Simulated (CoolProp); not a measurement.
Vapour-liquid equilibrium of methane (1) + ethane (2) at 162 K; x and y are mole fractions of (1).

The numbers come from the multi-fluid Helmholtz-energy mixture model, Setzmann 1991 and Bücker 2006; pair parameters Kunz 2012 in CoolProp.

```
x      bubble pressure, mixture model (MPa)  bubble pressure, Raoult's law (MPa)  y, mixture model  y, Raoult's law
-----  ------------------------------------  -----------------------------------  ----------------  ---------------
0.05                                 0.1225                               0.1097             0.800            0.785
0.125                                0.2632                               0.2371             0.909            0.909
0.2                                  0.3974                               0.3645             0.941            0.946
0.275                                0.5255                               0.4919             0.957            0.963
0.35                                 0.6485                               0.6193             0.967            0.974
0.425                                0.7672                               0.7468             0.973            0.981
0.5                                  0.8826                               0.8742             0.978            0.986
0.575                                0.9959                                1.002             0.982            0.989
0.65                                  1.109                                1.129             0.985            0.992
0.725                                 1.223                                1.256             0.988            0.995
0.8                                   1.342                                1.384             0.991            0.996
0.875                                 1.470                                1.511             0.994            0.998
0.95                                  1.613                                1.639             0.997            0.999
```

The largest gap from Raoult's law is +11.7 % in bubble pressure, at x = 0.05. No azeotrope shows between x = 0.05 and 0.95.

The pair parameters rest on a limited set of measurements; away from them the model extrapolates. The gap from Raoult's law changes sign with composition, which may be real or a fault of the pair parameters; it wasn't checked against measurements.
